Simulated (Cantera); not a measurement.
A closed system holds: 1 mol Si, 0.0046 mol H2O, 100 mol N2, at 1600 K and 133 Pa.

These are equilibrium values from Cantera (NASA tables, ideal gas, pure condensed phases), not measurements of a reactor. Candidate condensed phases: H2O, Si, SiO2, Si2N2O, Si3N4; 35 gas species. The numbers say what is thermodynamically allowed, not how fast it happens.

Base state: N2 1.000, SiO 4.63e-5, H2 4.15e-5, Si 2.70e-5 (mole fractions); condensed: Si3N4(s).

What changes in the equilibrium state with this change: temperature from 1600 K to 1750 K?


```json
[
 {"species": "N2", "before": "1.000", "after": "0.999"},
 {"species": "Si", "before": "2.70e-5", "after": "0.00113"},
 {"species": "SiO", "before": "4.63e-5", "after": "4.59e-5"},
 {"species": "Si2N", "before": "5.26e-7", "after": "3.60e-5"},
 {"species": "SiN", "before": "8.49e-7", "after": "2.12e-5"},
 {"species": "H", "before": "9.59e-6", "after": "3.41e-5"},
 {"species": "Si3N4(s), mol", "before": "0.331", "after": "0"},
 {"species": "Si(l), mol", "before": "0", "after": "0.872"}
]
```
The tables' values for SiN are old estimates; treat these amounts as uncertain.
